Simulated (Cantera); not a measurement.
What does this Cantera script print?

```python
import numpy as np
import cantera as ct

gas_names = """
    F F2 H HF H2 H2F2 H3F3 H4F4 H5F5 H6F6 H7F7 N NF NF2 NF3 NH NH2 NH3 N2 N2H2 N2H4 Si SiF SiF2 SiF3
    SiF4 SiH SiHF3 SiH2 SiH2F2 SiH3 SiH3F SiH4 SiN Si2 Si2N Si3
""".split()
cond_names = """
    Si(cr) Si(L) Si3N4(a)
""".split()


# ... load() reads the species with a 1 bar reference pressure and builds the phases ...
atoms = {
    'SiF4': {'Si': 1, 'F': 4},
    'NH3': {'N': 1, 'H': 3},
    'H2': {'H': 2},
}
top_T = {'Si3N4(a)': 2400}  # K; cautious upper limits of use, not melting points


# ... equilibrate(T, P, feed) seeds the gas with the atoms and calls Mixture.equilibrate('TP', solver="vcs", rtol=1e-11, max_steps=5000) ...
results = []
feed = {'SiF4': 1, 'NH3': 1.3, 'H2': 37}  # mol
T = 798.15  # K
for P in [5, 17, 59, 210, 710, 2400, 8400, 29000, 100000]:
    mix = equilibrate(T, P, feed)
    results.append((T, P, feed, dict(zip(mix.species_names, mix.species_moles))))

top = {s: max(r[3][s] / sum(r[3][g] for g in gas_names) for r in results) for s in gas_names}
cols = sorted((s for s in top if top[s] > 0.0001), key=lambda s: -top[s])[:7]
seen = [c for c in cond_names if any(r[3].get(c, 0) > 1e-12 for r in results)]
print("log10 of partial pressures in bar; condensed amounts in mol")
print(f"{'P/Pa':>10s}" + "".join(f"{s[:9]:>10s}" for s in cols + seen))
for T, P, feed, n in results:
    ng = sum(n[g] for g in gas_names)
    print(f"{P:10.4g}" + "".join(f"{np.log10(max(n[s] / ng * P / 1e5, 1e-99)):10.3f}" for s in cols)
          + "".join(f"{n.get(c, 0):10.4g}" for c in seen))
```

Output:

```
log10 of partial pressures in bar; condensed amounts in mol
      P/Pa        H2      SiF4        N2       NH3  Si3N4(a)
         5    -4.319    -5.910    -6.097   -12.043 0.0002222
        17    -3.788    -5.379    -5.565   -10.980 0.0001938
        59    -3.247    -4.838    -5.025    -9.900 0.0001667
       210    -2.696    -4.287    -4.474    -8.797 0.0001409
       710    -2.167    -3.758    -3.945    -7.739 0.0001176
      2400    -1.638    -3.229    -3.416    -6.681 9.548e-05
      8400    -1.094    -2.685    -2.872    -5.593  7.37e-05
   2.9e+04    -0.556    -2.147    -2.335    -4.517 5.288e-05
     1e+05    -0.018    -1.609    -1.800    -3.444 3.245e-05
```

These are equilibrium values from Cantera (NASA tables, ideal gas, pure condensed phases), not measurements of a reactor.
